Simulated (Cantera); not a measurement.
Cantera run, input and output.

```python
import numpy as np
import cantera as ct

gas = ct.Solution("h2o2.yaml")
gas.TPX = 675, 800000, {'H2': 1, 'O2': 0.602, 'N2': 2.27}
flame = ct.FreeFlame(gas, width=0.0093)
flame.set_refine_criteria(ratio=3, slope=0.08, curve=0.16)
flame.transport_model = "mixture-averaged"
flame.solve(loglevel=0, auto=True)
z, T = flame.grid, flame.T
thick = (T[-1] - T[0]) / np.gradient(T, z).max()
show = ['H2', 'O2', 'OH', 'H2O', 'HO2', 'H2O2']
print(f"laminar burning velocity  {flame.velocity[0] * 100:.3f} cm/s")
print(f"burnt temperature         {T[-1]:.1f} K")
print(f"thermal thickness         {thick * 1e3:.4f} mm")
print(f"grid points               {len(z)}")
z0 = z[flame.heat_release_rate.argmax()]
print(f"{'z/mm':>9s}{'T/K':>9s}{'u/(m/s)':>9s}" + "".join(f"{s:>11s}" for s in show))
rows = []
for k in (-3, -2, -1.5, -1, -0.5, -0.25, 0, 0.25, 0.5, 1, 2, 4, 8):
    zz = z0 + k * thick
    rows.append([k * thick, np.interp(zz, z, T), np.interp(zz, z, flame.velocity),
                 *(np.interp(zz, z, flame.X[gas.species_index(s)]) for s in show)])
    print(f"{rows[-1][0] * 1e3:9.3f}{rows[-1][1]:9.1f}{rows[-1][2]:9.3f}" + "".join(f"{x:11.3e}" for x in rows[-1][3:]))
```

It prints:

```
laminar burning velocity  630.606 cm/s
burnt temperature         2477.2 K
thermal thickness         0.0340 mm
grid points               106
     z/mm      T/K  u/(m/s)         H2         O2         OH        H2O        HO2       H2O2
   -0.102    675.0    6.306  2.582e-01  1.555e-01  2.898e-14  1.165e-08  7.028e-10  2.220e-11
   -0.068    675.0    6.305  2.580e-01  1.555e-01  5.446e-12  4.197e-07  3.611e-08  1.164e-09
   -0.051    675.2    6.301  2.574e-01  1.557e-01  8.044e-11  3.267e-06  3.379e-07  1.105e-08
   -0.034    676.9    6.293  2.543e-01  1.563e-01  5.655e-09  5.880e-05  8.634e-06  2.928e-07
   -0.017    739.4    6.690  2.296e-01  1.590e-01  5.717e-05  4.484e-03  6.790e-04  3.213e-05
   -0.008   1021.8    8.924  1.815e-01  1.502e-01  1.059e-03  3.766e-02  9.790e-04  1.037e-04
    0.000   1458.2   12.411  1.107e-01  1.145e-01  4.100e-03  1.157e-01  5.260e-04  2.630e-05
    0.008   1778.1   14.986  5.626e-02  7.310e-02  9.932e-03  1.882e-01  2.637e-04  5.619e-06
    0.017   1960.0   16.436  3.309e-02  5.190e-02  1.455e-02  2.230e-01  1.452e-04  3.694e-06
    0.034   2141.6   17.825  2.118e-02  4.047e-02  1.715e-02  2.452e-01  7.307e-05  2.434e-06
    0.068   2291.5   18.915  1.435e-02  3.607e-02  1.590e-02  2.604e-01  3.677e-05  1.699e-06
    0.136   2396.5   19.650  8.477e-03  3.361e-02  1.292e-02  2.726e-01  1.879e-05  1.251e-06
    0.272   2452.3   20.030  4.769e-03  3.254e-02  1.015e-02  2.799e-01  1.177e-05  1.034e-06
```

Model: the H2/O2 subset of GRI-Mech 3.0, which has no nitrogen chemistry, integrated in Cantera. The hydrogen kinetics of GRI-Mech 3.0 are dated; newer H2 mechanisms differ, most at raised pressure. Burning velocities carry a grid error of a few per cent, more on coarse grids.
